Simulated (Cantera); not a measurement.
Charge: 1 mol SiHCl3, 23 mol NH3, held at 0.410 bar.

Method: chemical equilibrium by Gibbs-energy minimisation in Cantera with the NASA 1993 tables (ideal gas, pure condensed phases). Candidate condensed phases: NH4Cl, Si, Si3N4; 28 gas species. The tables' values for SiCl, SiCl3, SiN are old estimates; treat these amounts as uncertain. Gases not in the tables: Si2H6 and higher silanes. Kinetics and transport are ignored.

Problem. At 2098 K, list the 6 most abundant gas species with their mole fractions, and the condensed phases.

Solution. H2 0.701, N2 0.239, HCl 0.0478, SiCl2 0.00699, H 0.00402, Si 0.000319. Condensed: Si(l).
